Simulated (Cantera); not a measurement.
An adiabatic, constant-volume homogeneous reactor starts with CO : H2 : CH4 : O2 : N2 : CO2 = 1 : 0.33 : 0.23 : 3.12 : 11.8 : 4.7 (molar parts), equivalence ratio 0.36, at 1323 K and 2.40 bar. Integrator tolerance rtol = 1e-08.

Model: GRI-Mech 3.0 (53 species, 325 reactions), integrated in Cantera.

Task: What does this change do: pressure from 2.40 bar to 5.00 bar?

Result: 
| quantity | before | after |
|---|---|---|
| time of steepest temperature rise | 92.9 µs | 72.6 µs |
| temperature at 3.00 s | 2058 K | 2062 K |
| equilibrium temperature | 2058 K | 2062 K |
| x(CO) at 3.00 s | 0.00105 (gas-phase equilibrium 0.00105) | 0.000746 (gas-phase equilibrium 0.000746) |
| x(H2) at 3.00 s | 2.89e-5 (gas-phase equilibrium 2.89e-5) | 2.05e-5 (gas-phase equilibrium 2.05e-5) |
| x(CH4) at 3.00 s | <1e-12 (gas-phase equilibrium <1e-12) | <1e-12 (gas-phase equilibrium <1e-12) |
| x(HCN) at 3.00 s | <1e-12 (gas-phase equilibrium <1e-12) | <1e-12 (gas-phase equilibrium <1e-12) |
| x(C2H6) at 3.00 s | <1e-12 (gas-phase equilibrium <1e-12) | <1e-12 (gas-phase equilibrium <1e-12) |
| x(OH) at 3.00 s | 0.000992 (gas-phase equilibrium 0.000991) | 0.000838 (gas-phase equilibrium 0.000838) |

Task: What does this change do: initial temperature 1323 to 1425 K?

Result: 
```tsv
quantity	before	after
time of steepest temperature rise	92.9 µs	50.3 µs
temperature at 3.00 s	2058 K	2140 K
equilibrium temperature	2058 K	2140 K
x(CO) at 3.00 s	0.00105 (gas-phase equilibrium 0.00105)	0.00197 (gas-phase equilibrium 0.00197)
x(H2) at 3.00 s	2.89e-5 (gas-phase equilibrium 2.89e-5)	5.11e-5 (gas-phase equilibrium 5.11e-5)
x(CH4) at 3.00 s	<1e-12 (gas-phase equilibrium <1e-12)	<1e-12 (gas-phase equilibrium <1e-12)
x(HCN) at 3.00 s	<1e-12 (gas-phase equilibrium <1e-12)	<1e-12 (gas-phase equilibrium <1e-12)
x(C2H6) at 3.00 s	<1e-12 (gas-phase equilibrium <1e-12)	<1e-12 (gas-phase equilibrium <1e-12)
x(OH) at 3.00 s	0.000992 (gas-phase equilibrium 0.000991)	0.00143 (gas-phase equilibrium 0.00143)
```

Task: What does this change do: initial temperature 1323 to 1773 K?

Result: 
```json
[
 {"quantity": "time of steepest temperature rise", "before": "92.9 µs", "after": "13.7 µs"},
 {"quantity": "temperature at 3.00 s", "before": "2058 K", "after": "2381 K"},
 {"quantity": "equilibrium temperature", "before": "2058 K", "after": "2381 K"},
 {"quantity": "x(CO) at 3.00 s", "before": "0.00105 (gas-phase equilibrium 0.00105)", "after": "0.00970 (gas-phase equilibrium 0.00970)"},
 {"quantity": "x(H2) at 3.00 s", "before": "2.89e-5 (gas-phase equilibrium 2.89e-5)", "after": "0.000216 (gas-phase equilibrium 0.000216)"},
 {"quantity": "x(CH4) at 3.00 s", "before": "<1e-12 (gas-phase equilibrium <1e-12)", "after": "<1e-12 (gas-phase equilibrium <1e-12)"},
 {"quantity": "x(HCN) at 3.00 s", "before": "<1e-12 (gas-phase equilibrium <1e-12)", "after": "4.24e-12 (gas-phase equilibrium 4.24e-12)"},
 {"quantity": "x(C2H6) at 3.00 s", "before": "<1e-12 (gas-phase equilibrium <1e-12)", "after": "<1e-12 (gas-phase equilibrium <1e-12)"},
 {"quantity": "x(OH) at 3.00 s", "before": "0.000992 (gas-phase equilibrium 0.000991)", "after": "0.00363 (gas-phase equilibrium 0.00363)"}
]
```
